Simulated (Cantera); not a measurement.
Input: 1 mol Si₃N₄, 0.15 mol N₂O, 9.5 mol H₂, at 1748.15 K and 0.00570 bar.

Equilibrium computed with Cantera from the NASA thermochemical tables; the gas is ideal and each condensed phase is pure. Candidate condensed phases: H₂O, Si, SiO₂, Si₂N₂O, Si₃N₄; 35 gas species. Gases not in the tables: Si₂H₆ and higher silanes. Rates play no part.

Base state: H₂ 0.802, N₂ 0.182, SiO 0.0127, H 0.00271, Si 0.000256, SiH 2.30e-5, SiH₂ 1.65e-5 (mole fractions); condensed: Si(l).

Question: What changes in the equilibrium state with this change: temperature from 1748.15 K to 2050 K?

Answer: 
```json
[
 {"species": "H₂", "before": "0.802", "after": "0.770"},
 {"species": "N₂", "before": "0.182", "after": "0.177"},
 {"species": "H", "before": "0.00271", "after": "0.0264"},
 {"species": "Si", "before": "0.000256", "after": "0.0136"},
 {"species": "SiO", "before": "0.0127", "after": "0.0124"},
 {"species": "Si₂", "before": "1.32e-6", "after": "0.000158"},
 {"species": "Si₃", "before": "3.22e-7", "after": "3.31e-5"},
 {"species": "SiH", "before": "2.30e-5", "after": "0.000543"},
 {"species": "Si(l), mol", "before": "2.85", "after": "2.67"}
]
```
The tables' values for SiN are old estimates; treat these amounts as uncertain.
